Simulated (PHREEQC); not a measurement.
Make-up at 20 °C: 0.015 mol/kgw HF, 0.00063 mol/kgw KF, 9.3e-05 mol/kgw H2SO4 and 0.00026 mol/kgw Cu(NO3)2. It is in equilibrium with CO2 at log p = -3.4 (atm). Otherwise closed; pH follows from the charge balance.

Model: ion-association model, phreeqc.dat, run in PHREEQC.

```
Quantity                       Result
--------------------  ---------------
pH                               2.55
ionic strength        0.00448 mol/kgw
specific conductance       1150 µS/cm
total alkalinity         -15.2 meq/kg
```

```csv
species,molality,activity,log γ
HF,0.0120,0.0120,0.000
F-,0.00332,0.00309,-0.031
H+,0.00302,0.00283,-0.028
K+,0.000630,0.000586,-0.031
NO3-,0.000520,0.000483,-0.032
Cu+2,0.000247,0.000188,-0.120
HF2-,0.000147,0.000137,-0.031
SO4-2,7.55e-5,5.70e-5,-0.122
CO2,1.56e-5,1.56e-5,0.000
HSO4-,1.52e-5,1.41e-5,-0.031
```

No solid was allowed to form. Species that the database lacks are ignored.
